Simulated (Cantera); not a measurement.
A perfectly stirred reactor is fed with CH4 : H2 = 1 : 16 (molar parts), at 27000 Pa; it is held at 1800 K, and followed from long to short residence time.

Model: GRI-Mech 3.0 (53 species, 325 reactions), integrated in Cantera. GRI-Mech 3.0 stops at C3 and has no aromatics, soot or wall deposition, so with more carbon than oxygen in the feed, carbon stays in small species such as C2H2 where larger ones or solid carbon would form.

Question: What does this change do: pressure from 27000 Pa to 100000 Pa?

Answer: 
| quantity | before | after |
|---|---|---|
| x(CH4) at τ = 4.60 s | 0.00503 | 0.00910 |
| x(H2) at τ = 4.60 s | 0.969 | 0.967 |
| x(CH2) at τ = 4.60 s | 5.51e-8 | 2.76e-8 |
| x(C2H4) at τ = 4.60 s | 0.000155 | 0.000516 |
| x(H) at τ = 4.60 s | 0.000678 | 0.000354 |
| x(CH4) at τ = 0.130 s | 0.0226 | 0.0208 |
| x(H2) at τ = 0.130 s | 0.960 | 0.961 |
| x(CH2) at τ = 0.130 s | 2.17e-7 | 5.93e-8 |
| x(C2H4) at τ = 0.130 s | 0.000140 | 0.000413 |
| x(H) at τ = 0.130 s | 0.000646 | 0.000346 |

Question: What does this change do: temperature 1800 to 1950 K?

Answer: 
| quantity | before | after |
|---|---|---|
| x(CH4) at τ = 4.60 s | 0.00503 | 0.00173 |
| x(H2) at τ = 4.60 s | 0.969 | 0.969 |
| x(CH2) at τ = 4.60 s | 5.51e-8 | 2.16e-7 |
| x(C2H4) at τ = 4.60 s | 0.000155 | 6.30e-5 |
| x(H) at τ = 4.60 s | 0.000678 | 0.00218 |
| x(CH4) at τ = 0.130 s | 0.0226 | 0.00861 |
| x(H2) at τ = 0.130 s | 0.960 | 0.965 |
| x(CH2) at τ = 0.130 s | 2.17e-7 | 9.65e-7 |
| x(C2H4) at τ = 0.130 s | 0.000140 | 6.54e-5 |
| x(H) at τ = 0.130 s | 0.000646 | 0.00211 |

Question: What does this change do: pressure from 27000 Pa to 63.0 Pa?

Answer: 
| quantity | before | after |
|---|---|---|
| x(CH4) at τ = 4.60 s | 0.00503 | 0.0233 |
| x(H2) at τ = 4.60 s | 0.969 | 0.957 |
| x(CH2) at τ = 4.60 s | 5.51e-8 | 2.98e-6 |
| x(C2H4) at τ = 4.60 s | 0.000155 | 8.68e-5 |
| x(H) at τ = 4.60 s | 0.000678 | 0.00258 |
| x(CH4) at τ = 0.130 s | 0.0226 | 0.0581 |
| x(H2) at τ = 0.130 s | 0.960 | 0.941 |
| x(CH2) at τ = 0.130 s | 2.17e-7 | 2.13e-7 |
| x(C2H4) at τ = 0.130 s | 0.000140 | 3.44e-5 |
| x(H) at τ = 0.130 s | 0.000646 | 0.000399 |
Radical loss at walls, strong at low pressure, is not modelled.
